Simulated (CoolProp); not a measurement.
A simple Rankine cycle with R236FA: condensing at 300.15 K, boiler at 1.37 MPa, turbine inlet 397.3 K, turbine efficiency 0.75, pump efficiency 0.7, no recuperator. Each further row changes one setting.

Computed with CoolProp (reference Helmholtz-energy equation of state, Pan 2012).

```csv
case,thermal efficiency (%),net work (kJ/kg),heat in (kJ/kg),turbine exit temperature (K),volume ratio over the turbine
as stated,9.2,20.4,223,363.5,4.96
condensing temperature 292.15 K,10.4,24.1,232,358.7,6.48
boiler pressure 0.959 MPa,7.3,16.6,228,372.9,3.35
turbine efficiency 0.65,7.9,17.5,223,366.5,5.00
```
